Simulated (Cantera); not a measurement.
A freely propagating, adiabatic, planar premixed flame of 7.60 % CH4, 1.06 % CO, 19.2 % O2, 72.2 % N2, equivalence ratio 0.82, unburnt at 548 K and 3.16 atm; mixture-averaged transport, grid criteria slope 0.08 and curve 0.16, no radiation.

Computed with Cantera and GRI-Mech 3.0 (53 species, 325 reactions). Burning velocities carry a grid error of a few per cent, more on coarse grids.

Problem. Predict: laminar burning velocity; thermal thickness; peak x(C2H2); peak x(HCN).

Solution. 
| Item | Value |
|---|---|
| laminar burning velocity | 61.2 cm/s |
| thermal thickness | 0.160 mm |
| peak x(C2H2) | 4.62e-5 |
| peak x(HCN) | 9.56e-7 |
